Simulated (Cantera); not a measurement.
What does this Cantera script print?

```python
import numpy as np
import cantera as ct

gas_names = """
    CL CL2 H HCL H2 Si SiCL SiCL2 SiCL3 SiCL4 SiH SiHCL3 SiH2 SiH2CL2 SiH3 SiH3CL SiH4 Si2 Si3
""".split()
cond_names = """
    Si(cr) Si(L)
""".split()


def load(file, names, dense=False):
    # The tables refer to 1 bar. Condensed volumes are neglected.
    table = {s.name: s for s in ct.Species.list_from_file(file)}
    out = []
    for n in names:
        d = dict(table[n].input_data)
        d["thermo"] = dict(d["thermo"], **{"reference-pressure": 1e5})
        if dense:
            d["equation-of-state"] = {"model": "constant-volume", "density": "1e6 g/cm^3"}
        out.append(ct.Species.from_dict(d))
    return out


gas = ct.Solution(thermo="ideal-gas", species=load("nasa_gas.yaml", gas_names))
cond = {s.name: ct.Solution(thermo="fixed-stoichiometry", species=[s], name=s.name)
        for s in load("nasa_condensed.yaml", cond_names, dense=True)}
atoms = {
    'SiCl4': {'Si': 1, 'CL': 4},
    'HCl': {'H': 1, 'CL': 1},
    'H2': {'H': 2},
}
top_T = {}  # K; cautious upper limits of use, not melting points


def equilibrate(T, P, feed):
    n = {}
    for name, mol in feed.items():
        for a, k in atoms[name].items():
            n[a] = n.get(a, 0.0) + k * mol
    gas.TPX = T, P, n
    mass = sum(n.values()) * gas.mean_molecular_weight
    gas.equilibrate("TP")
    valid = [c for c in cond.values() if c.min_temp <= T <= top_T.get(c.name, c.max_temp)]
    mix = ct.Mixture([(gas, mass / gas.mean_molecular_weight)] + [(c, 0.0) for c in valid])
    mix.T, mix.P = T, P
    mix.equilibrate("TP", solver="vcs", rtol=1e-11, max_steps=5000)
    return mix


results = []
T = 1148.15  # K
P = 100000  # Pa
for m in [0.62, 0.8, 1, 1.3, 1.7, 2.2, 2.9]:
    feed = {'SiCl4': 1, 'HCl': m, 'H2': 1.5}  # mol
    mix = equilibrate(T, P, feed)
    results.append((T, P, feed, dict(zip(mix.species_names, mix.species_moles))))
    x = sorted(zip(gas.X, gas.species_names), reverse=True)
    print(f"T = {T:g} K  P = {P:g} Pa  n(HCl) = {m:g} mol  gas = {mix.phase_moles(0):.4g} mol")
    print("   x: " + "  ".join(f"{s} {v:.3e}" for v, s in x if v > 1e-06))
    print("   condensed (mol): " + ("  ".join(f"{mix.phase(i).name} {mix.phase_moles(i):.4g}"
          for i in range(1, mix.n_phases) if mix.phase_moles(i) > 1e-12) or "none"))
```

Output:

```
T = 1148.15 K  P = 100000 Pa  n(HCl) = 0.62 mol  gas = 3.123 mol
   x: H2 4.658e-01  SiCL4 3.049e-01  HCL 2.140e-01  SiHCL3 1.333e-02  SiCL3 1.778e-03  SiCL2 1.144e-04  SiH2CL2 7.297e-05
   condensed (mol): none
T = 1148.15 K  P = 100000 Pa  n(HCl) = 0.8 mol  gas = 3.303 mol
   x: H2 4.431e-01  SiCL4 2.911e-01  HCL 2.541e-01  SiHCL3 1.019e-02  SiCL3 1.394e-03  SiCL2 7.370e-05  SiH2CL2 4.473e-05
   condensed (mol): none
T = 1148.15 K  P = 100000 Pa  n(HCl) = 1 mol  gas = 3.502 mol
   x: H2 4.197e-01  HCL 2.947e-01  SiCL4 2.764e-01  SiHCL3 7.906e-03  SiCL3 1.111e-03  SiCL2 4.927e-05  SiH2CL2 2.833e-05
   condensed (mol): none
T = 1148.15 K  P = 100000 Pa  n(HCl) = 1.3 mol  gas = 3.802 mol
   x: H2 3.883e-01  HCL 3.486e-01  SiCL4 2.564e-01  SiHCL3 5.735e-03  SiCL3 8.381e-04  SiCL2 3.022e-05  SiH2CL2 1.607e-05
   condensed (mol): none
T = 1148.15 K  P = 100000 Pa  n(HCl) = 1.7 mol  gas = 4.201 mol
   x: HCL 4.093e-01  H2 3.526e-01  SiCL4 2.333e-01  SiHCL3 4.036e-03  SiCL3 6.189e-04  SiCL2 1.811e-05  SiH2CL2 8.748e-06
   condensed (mol): none
T = 1148.15 K  P = 100000 Pa  n(HCl) = 2.2 mol  gas = 4.701 mol
   x: HCL 4.713e-01  H2 3.160e-01  SiCL4 2.094e-01  SiHCL3 2.819e-03  SiCL3 4.567e-04  SiCL2 1.099e-05  SiH2CL2 4.756e-06
   condensed (mol): none
T = 1148.15 K  P = 100000 Pa  n(HCl) = 2.9 mol  gas = 5.401 mol
   x: HCL 5.392e-01  H2 2.757e-01  SiCL4 1.829e-01  SiHCL3 1.878e-03  SiCL3 3.257e-04  SiCL2 6.398e-06  SiH2CL2 2.416e-06
   condensed (mol): none
```

Equilibrium computed with Cantera from the NASA thermochemical tables; the gas is ideal and each condensed phase is pure. The tables' values for SiCl3 are old estimates; treat these amounts as uncertain.
